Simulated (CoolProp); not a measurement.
Vapour pressure (MPa) of toluene: the reference equation beside estimates from Tc = 318.6 °C, pc = 4.126 MPa, ω = 0.266. Clausius-Clapeyron is anchored at 184.85 °C with a constant enthalpy of vaporisation of 28.08 kJ/mol.

Values from CoolProp's reference Helmholtz-energy equation of state, Lemmon 2006. It is a short technical equation, of lower accuracy than the large ones.

| T (°C) | reference | Lee-Kesler | Clausius-Clapeyron | van der Waals | Redlich-Kwong | Soave-Redlich-Kwong | Peng-Robinson |
|---|---|---|---|---|---|---|---|
| 76.05 | 0.03385 | 0.03279 | 0.05709 | 0.3255 | 0.07081 | (withheld) | 0.03401 |
| 97.85 | 0.06953 | (withheld) | 0.1008 | (withheld) | 0.1321 | 0.06853 | 0.06946 |
| 119.55 | (withheld) | 0.1287 | 0.1666 | 0.6265 | 0.2261 | 0.1288 | 0.1293 |
| 141.35 | 0.2253 | 0.2253 | 0.2619 | 0.8300 | 0.3628 | 0.2252 | 0.2244 |
| 163.05 | 0.3666 | 0.3687 | 0.3928 | 1.071 | 0.5500 | 0.3687 | (withheld) |
| 184.85 | 0.5678 | 0.5731 | 0.5678 | 1.355 | 0.7983 | 0.5744 | 0.5678 |
| 206.55 | 0.8412 | 0.8500 | 0.7926 | 1.681 | 1.114 | (withheld) | 0.8438 |
| 228.35 | 1.205 | 1.217 | 1.076 | 2.055 | 1.508 | 1.229 | 1.212 |
| 250.05 | 1.673 | 1.687 | 1.423 | 2.474 | 1.985 | 1.708 | 1.688 |
| 271.85 | 2.270 | 2.285 | (withheld) | 2.944 | 2.557 | 2.316 | 2.293 |
| 293.65 | 3.022 | 3.035 | 2.338 | 3.465 | 3.228 | 3.067 | 3.048 |

### Question
Some entries are withheld; supply them.

### Answer

- 76.05, Soave-Redlich-Kwong: 0.03313
- 97.85, Lee-Kesler: 0.06821
- 97.85, van der Waals: 0.4598
- 119.55, reference: 0.1298
- 163.05, Peng-Robinson: 0.3657
- 206.55, Soave-Redlich-Kwong: 0.8550
- 271.85, Clausius-Clapeyron: 1.842

Absolute difference from the reference over all 11 rows, mean and median: Lee-Kesler 1.0 and 0.8 %, Clausius-Clapeyron 21.7 and 16.2 %, van der Waals 242.5 and 138.6 %, Redlich-Kwong 47.3 and 40.6 %, Soave-Redlich-Kwong 1.4 and 1.5 %, Peng-Robinson 0.5 and 0.4 %.
